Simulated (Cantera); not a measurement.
A freely propagating, adiabatic, planar premixed flame of CH4 : C2H6 : O2 : N2 : CO2 = 1 : 1.1 : 5.85 : 18.7 : 1.3 (molar parts), equivalence ratio 1.0, unburnt at 350 K and 13300 Pa; mixture-averaged transport, grid criteria slope 0.08 and curve 0.16, no radiation.

Cantera simulation using GRI-Mech 3.0 (53 species, 325 reactions); the numbers are that mechanism's predictions, not measurements. Burning velocities carry a grid error of a few per cent, more on coarse grids.

x: mole fraction of selected species; z is measured from the peak of heat release.

| z (mm) | T (K) | u (m/s) | x CH4 | x C2H6 | x O2 | x C2H4 | x C2H | x CO |
|---|---|---|---|---|---|---|---|---|
| -6.47 | 350 | 0.716 | 0.0358 | 0.0393 | 0.209 | <1e-8 | <1e-8 | 3.66e-7 |
| -4.32 | 350 | 0.718 | 0.0357 | 0.0393 | 0.209 | 2.84e-7 | <1e-8 | 9.98e-6 |
| -3.24 | 353 | 0.725 | 0.0355 | 0.0392 | 0.208 | 3.48e-6 | <1e-8 | 8.54e-5 |
| -2.16 | (withheld) | 0.815 | 0.0345 | 0.0386 | 0.204 | 9.02e-5 | <1e-8 | 0.00130 |
| -1.08 | (withheld) | 1.71 | 0.0267 | 0.0295 | 0.169 | 0.00157 | <1e-8 | 0.0173 |
| -0.540 | (withheld) | 2.71 | 0.0169 | 0.0135 | 0.125 | 0.00300 | <1e-8 | 0.0403 |
| 0 | (withheld) | 3.63 | 0.00542 | 0.000998 | 0.0752 | 0.00161 | 6.03e-7 | 0.0651 |
| 0.540 | 1802 | 3.98 | 0.000584 | 4.74e-6 | 0.0460 | 0.000104 | 5.13e-7 | 0.0678 |
| 1.08 | 1831 | 4.03 | 3.18e-5 | <1e-8 | 0.0351 | 2.12e-6 | 3.11e-8 | 0.0600 |
| 2.16 | 1853 | 4.06 | 8.60e-8 | <1e-8 | 0.0296 | <1e-8 | <1e-8 | 0.0502 |
| 4.32 | 1879 | 4.10 | <1e-8 | <1e-8 | 0.0275 | <1e-8 | <1e-8 | 0.0450 |
| 8.63 | 1916 | 4.17 | <1e-8 | <1e-8 | 0.0262 | <1e-8 | <1e-8 | 0.0433 |
| 17.3 | 1970 | 4.27 | <1e-8 | <1e-8 | 0.0244 | <1e-8 | <1e-8 | 0.0414 |

Question: Some entries are withheld; supply them.

Answer: 
- -2.16, T (K): 394
- -1.08, T (K): 807
- -0.540, T (K): 1250
- 0, T (K): 1650
